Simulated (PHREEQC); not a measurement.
Cooling-tower water: speciation

Model water analysis in mg/L, 25 °C, pH 6.42, pe 12.4: Na 139; K 38; Ca 63.6; Mg 33.5; Cl 234; S(6) as SO4 35.4; Alkalinity as HCO3 336; Pb 0.464; Si as SiO2 1.06; Sr 0.417; O(0) (dissolved oxygen) 0.446; N(5) as NO3 7.46.

Valence states are taken as typed.

Computed with PHREEQC (ion-association model, phreeqc.dat).

Each row changes one thing in this solution. No solid was allowed to form.

```csv
case,HCO3- (mol/kgw),CO2 (mol/kgw),Ca+2 (mol/kgw),Mg+2 (mol/kgw),SO4-2 (mol/kgw),CaHCO3+ (mol/kgw),SI of Cerussite (PbCO3),SI of Quartz (SiO2)
as made,0.00537,0.00406,0.00149,0.00129,0.000298,6.31e-5,+0.03,-0.77
all concentrations times 3 at the same typed pH,0.0157,0.0111,0.00423,0.00363,?,0.000407,+0.52,-0.29
pH from 6.42 to 5.5 at the same alkalinity,0.00538,?,0.00150,0.00129,0.000298,?,-0.55,-0.77
Si from 1.06 to 0.53 mg/L,0.00537,0.00406,0.00149,0.00129,0.000298,6.31e-5,+0.03,-1.07
pH from 6.42 to 5.92 at the same alkalinity,0.00538,?,0.00150,0.00129,0.000298,6.31e-5,-0.23,-0.77
```

Problem. Fill in the missing entries.

Solution. 
- all concentrations times 3 at the same typed pH, SO4-2 (mol/kgw): 0.000780
- pH from 6.42 to 5.5 at the same alkalinity, CO2 (mol/kgw): 0.0338
- pH from 6.42 to 5.5 at the same alkalinity, CaHCO3+ (mol/kgw): 6.32e-5
- pH from 6.42 to 5.92 at the same alkalinity, CO2 (mol/kgw): 0.0129

Some of these states are supersaturated (in Cerussite, for instance).
